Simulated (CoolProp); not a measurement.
Vapour-liquid equilibrium of CH2F2 (R32) (1) + R1234yf (2) at 294.8 K; x and y are mole fractions of (1).

Computed with CoolProp (multi-fluid Helmholtz-energy mixture model, Tillner-Roth 1997 and Lemmon 2022; pair parameters Bell 2023).

```csv
x,"bubble pressure, mixture model (MPa)","bubble pressure, Raoult's law (MPa)","y, mixture model","y, Raoult's law"
0.05,0.6877,0.6669,0.126,0.116
0.15,[?],0.7591,[?],0.305
0.25,0.9403,0.8513,[?],0.453
0.35,1.052,0.9436,[?],0.572
0.45,1.152,1.036,0.643,0.670
0.55,1.242,1.128,0.713,0.752
0.65,1.323,1.220,0.775,0.822
0.75,1.396,1.313,0.835,0.882
0.85,1.461,1.405,0.896,0.934
0.95,[?],1.497,0.963,0.979
```

Some entries are withheld; supply them.


- 0.15, bubble pressure, mixture model (MPa): 0.8181
- 0.15, y, mixture model: 0.318
- 0.25, y, mixture model: 0.456
- 0.35, y, mixture model: 0.560
- 0.95, bubble pressure, mixture model (MPa): 1.518

The largest gap from Raoult's law is +11.5 % in bubble pressure, at x = 0.35. No azeotrope shows between x = 0.05 and 0.95.

The pair parameters rest on a limited set of measurements; away from them the model extrapolates.
